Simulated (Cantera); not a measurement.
## AlN + H2 + N2 (nitride etching)

Feed: 1 mol AlN, a varied amount of H2, 47 mol N2, at 1550 K and 4.70 Pa.

Cantera equilibrium calculation (NASA polynomials, part measured and part estimated; ideal gas, pure solids and liquids). Candidate condensed phases: Al, AlN; 13 gas species. Kinetics and transport are ignored.

| n(H2) (mol) | x H2 | x N2 | x H | x Al | x AlH | n AlN(s) |
|---|---|---|---|---|---|---|
| 47 | 0.497 | 0.499 | 0.00324 | 0.00141 | 6.81e-6 | 0.866 |
| 83 | 0.634 | 0.361 | 0.00366 | 0.00166 | 9.04e-6 | 0.782 |
| 120 | 0.713 | 0.281 | 0.00388 | 0.00188 | 1.09e-5 | 0.683 |
| 150 | 0.756 | 0.238 | 0.00399 | 0.00204 | 1.21e-5 | 0.594 |
| 190 | 0.795 | 0.198 | 0.00410 | 0.00224 | 1.37e-5 | 0.464 |
| 220 | 0.817 | 0.176 | 0.00415 | 0.00237 | 1.47e-5 | 0.359 |
| 260 | 0.840 | 0.153 | 0.00421 | 0.00254 | 1.60e-5 | 0.210 |
| 290 | 0.853 | 0.140 | 0.00424 | 0.00266 | 1.68e-5 | 0.0915 |
| 330 | 0.868 | 0.125 | 0.00428 | 0.00262 | 1.67e-5 | 0 |
| 370 | 0.880 | 0.113 | 0.00431 | 0.00237 | 1.52e-5 | 0 |
| 400 | 0.888 | 0.106 | 0.00433 | 0.00221 | 1.43e-5 | 0 |
x: gas mole fraction; n: condensed amount in mol.

From 47 mol H2 to 290 mol H2 the condensed part is AlN(s). From 330 mol H2 to 400 mol H2 nothing is condensed. The main Al-bearing gas is Al throughout.
